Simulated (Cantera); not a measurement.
A perfectly stirred reactor is fed with H2 : O2 : N2 = 1.5 : 1 : 1.1 (molar parts), at 100.0 Torr; it is held at 1100 K, and followed from long to short residence time.

Model: the H2/O2 subset of GRI-Mech 3.0, which has no nitrogen chemistry, integrated in Cantera. The temperature is held fixed by assumption; the heat of reaction is taken as removed at once.

What does this change do: pressure from 100.0 Torr to 0.420 bar?


| quantity | before | after |
|---|---|---|
| x(H2) at τ = 2.60 s | 0.000537 | 0.00165 |
| x(O2) at τ = 2.60 s | 0.0879 | 0.0884 |
| x(H) at τ = 2.60 s | 1.71e-5 | 1.91e-6 |
| x(HO2) at τ = 2.60 s | 1.02e-5 | 3.29e-5 |
| x(H2O2) at τ = 2.60 s | 1.48e-6 | 6.45e-6 |
| x(H2) at τ = 44.0 ms | 0.00693 | 0.00915 |
| x(O2) at τ = 44.0 ms | 0.0904 | 0.0917 |
| x(H) at τ = 44.0 ms | 0.000975 | 9.93e-5 |
| x(HO2) at τ = 44.0 ms | 3.22e-5 | 8.54e-5 |
| x(H2O2) at τ = 44.0 ms | 4.06e-6 | 1.21e-5 |
